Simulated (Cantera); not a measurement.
Input: 1 mol Cu2O, 1.2 mol CH4, 2.5 mol H2, at 973.15 K and 100 Torr.

Method: chemical equilibrium by Gibbs-energy minimisation in Cantera with the NASA 1993 tables (ideal gas, pure condensed phases). Candidate condensed phases: C, C6H6, C7H8, C8H18, Cu, CuO, Cu(OH)2, Cu2O, H2O; 113 gas species. Equilibrium is a limit: real reactors are often held back by kinetics, nucleation or transport.

Base state: H2 0.818, CO 0.157, CH4 0.0114, H2O 0.0106, CO2 0.00327 (mole fractions); condensed: C(graphite) + Cu(s).

Task: What changes in the equilibrium state with this change: temperature from 973.15 K to 2298.15 K?

Result: 
```
species            before    after
----------------  -------  -------
H2                  0.818    0.602
Cu                  <1e-9    0.248
CO                  0.157    0.126
H                 2.69e-9   0.0204
H2O                0.0106  4.23e-7
CH4                0.0114  1.04e-5
C2H2 (acetylene)    <1e-9  0.00258
Cu2                 <1e-9  0.00169
CO2               0.00327  1.58e-8
C(graphite), mol    0.214    0.159
Cu(s), mol           2.00        0
```

Task: What changes in the equilibrium state with this change: temperature from 973.15 K to 1600 K?

Result: 
```json
[
 {"species": "H2", "before": "0.818", "after": "0.830"},
 {"species": "CO", "before": "0.157", "after": "0.169"},
 {"species": "Cu", "before": "<1e-9", "after": "0.000298"},
 {"species": "CH4", "before": "0.0114", "after": "0.000150"},
 {"species": "H2O", "before": "0.0106", "after": "1.64e-5"},
 {"species": "H", "before": "2.69e-9", "after": "0.000136"},
 {"species": "C2H2 (acetylene)", "before": "<1e-9", "after": "2.28e-5"},
 {"species": "CO2", "before": "0.00327", "after": "1.11e-6"},
 {"species": "C(graphite), mol", "before": "0.214", "after": "0.199"},
 {"species": "Cu(s), mol", "before": "2.00", "after": "0"},
 {"species": "Cu(l), mol", "before": "0", "after": "2.00"}
]
```
